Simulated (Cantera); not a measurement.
An adiabatic, constant-pressure homogeneous reactor starts with CO : H2 : O2 : N2 : H2O = 1 : 0.81 : 0.411 : 1.55 : 0.76 (molar parts), at 1175 K and 10.0 bar.

Detailed kinetics in Cantera: GRI-Mech 3.0 (53 species, 325 reactions). The hydrogen kinetics of GRI-Mech 3.0 are dated; newer H2 mechanisms differ, most at raised pressure.

Problem. Predict: time of steepest temperature rise; temperature at 9.00 s; equilibrium temperature; x(CO) at 9.00 s; x(H2) at 9.00 s; x(O2) at 9.00 s; x(H2O2) at 9.00 s; x(O) at 9.00 s; x(H) at 9.00 s; x(OH) at 9.00 s.

Solution. 
| Item | Value |
|---|---|
| time of steepest temperature rise | 0.197 ms |
| temperature at 9.00 s | 2420 K |
| equilibrium temperature | 2420 K |
| x(CO) at 9.00 s | 0.154 (gas-phase equilibrium 0.154) |
| x(H2) at 9.00 s | 0.0855 (gas-phase equilibrium 0.0855) |
| x(O2) at 9.00 s | 1.89e-5 (gas-phase equilibrium 1.89e-5) |
| x(H2O2) at 9.00 s | 2.38e-8 (gas-phase equilibrium 2.38e-8) |
| x(O) at 9.00 s | 1.33e-5 (gas-phase equilibrium 1.33e-5) |
| x(H) at 9.00 s | 0.00163 (gas-phase equilibrium 0.00163) |
| x(OH) at 9.00 s | 0.00105 (gas-phase equilibrium 0.00105) |
